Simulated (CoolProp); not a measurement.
A Linde-Hampson liquefier for ethylene: isothermal reversible compression at 300 K from 1 atm to 40 MPa, throttling to 1 atm, return gas leaving the recuperator 10 K below the feed. Each further row changes one setting.

The numbers come from the reference Helmholtz-energy equation of state, Smukala 2000 in CoolProp.

```
case                        liquid yield per pass  compression work (kJ/kg of gas)
--------------------------  ---------------------  -------------------------------
as stated                                     [?]                              420
high pressure 80 MPa                          [?]                              [?]
warm-end temperature 330 K                  0.391                              [?]
warm-end gap 15 K                             [?]                              420
```

Q: What belongs in the gaps?

A: 
- as stated, liquid yield per pass: 0.463
- high pressure 80 MPa, liquid yield per pass: 0.412
- high pressure 80 MPa, compression work (kJ/kg of gas): 503
- warm-end temperature 330 K, compression work (kJ/kg of gas): 492
- warm-end gap 15 K, liquid yield per pass: 0.457
